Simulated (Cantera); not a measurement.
What does this Cantera script print?

```python
import numpy as np
import cantera as ct

gas = ct.Solution("gri30.yaml")


def delay(T, t_max=10):
    gas.TPX = T, 100000, {'CH3OH': 1, 'O2': 1.36, 'N2': 7.77, 'H2O': 1.3}
    reactor = ct.IdealGasReactor(gas, clone=False)
    net = ct.ReactorNet([reactor])
    net.rtol, net.atol = 1e-8, 1e-16
    while net.time < t_max:
        t_old, T_old = net.time, reactor.T
        net.step()
        if reactor.T > T + 400:  # ignition: a rise of 400 K
            return t_old + (T + 400 - T_old) / (reactor.T - T_old) * (net.time - t_old)
    return np.nan


taus = []
for T in [1275, 1350, 1425, 1500, 1575, 1650, 1725, 1800, 1875]:
    taus.append(delay(T))
    print(f"T0 = {T:6g} K   tau = {taus[-1]:.4e} s")
```

Result:

```
T0 =   1275 K   tau = 2.4567e-03 s
T0 =   1350 K   tau = 8.8865e-04 s
T0 =   1425 K   tau = 3.6685e-04 s
T0 =   1500 K   tau = 1.6976e-04 s
T0 =   1575 K   tau = 8.6561e-05 s
T0 =   1650 K   tau = 4.7979e-05 s
T0 =   1725 K   tau = 2.8776e-05 s
T0 =   1800 K   tau = 1.9164e-05 s
T0 =   1875 K   tau = 1.4509e-05 s
```

Computed with Cantera and GRI-Mech 3.0 (53 species, 325 reactions). GRI-Mech 3.0 was tuned for natural gas; its chemistry of methanol as a main component is partial and can be far from experiment.
